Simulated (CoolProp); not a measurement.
Vapour pressure (bar) of hydrogen chloride: the reference equation beside estimates from Tc = 324.7 K, pc = 83.14 bar, ω = 0.130. Clausius-Clapeyron is anchored at 211.5 K with a constant enthalpy of vaporisation of 15.20 kJ/mol.

The numbers come from the reference Helmholtz-energy equation of state, Thol 2018 in CoolProp.

```
T (K)  reference  Lee-Kesler  Clausius-Clapeyron  van der Waals  Redlich-Kwong  Soave-Redlich-Kwong  Peng-Robinson
-----  ---------  ----------  ------------------  -------------  -------------  -------------------  -------------
179.9     0.6186      0.5770              0.7119          4.489         0.7006               0.5798         0.6038
186.2     0.9048      0.8553               1.004          5.536          1.042               0.8583         0.8863
192.5      1.287       1.232               1.384          6.739          1.500                1.235          1.265
198.9      1.797       1.738               1.879          8.134          2.111                1.740          1.772
205.2      2.440       2.382               2.491          9.686          2.879                2.382          2.413
211.5      3.248       3.196               3.248          11.43          3.840                3.195          3.221
217.8      4.247       4.209               4.170          13.36          5.021                4.207          4.223
224.1      5.466       5.448               5.279          15.50          6.448                5.446          5.448
230.5      6.958       6.969               6.621          17.90          8.178                6.969          6.951
236.8      8.707       8.752               8.176          20.48          10.18                8.761          8.718
243.1      10.77       10.85               9.986          23.29          12.52                10.88          10.80
249.4      13.17       13.30               12.08          26.34          15.20                13.35          13.24
255.8      15.99       16.17               14.50          29.68          18.32                16.26          16.10
262.1      19.18       19.41               17.22          33.23          21.79                19.55          19.35
```

Absolute difference from the reference over all 14 rows, mean and median: Lee-Kesler 2.1 and 1.2 %, Clausius-Clapeyron 6.5 and 6.7 %, van der Waals 252.0 and 199.1 %, Redlich-Kwong 16.4 and 16.7 %, Soave-Redlich-Kwong 2.2 and 1.7 %, Peng-Robinson 0.9 and 0.8 %.
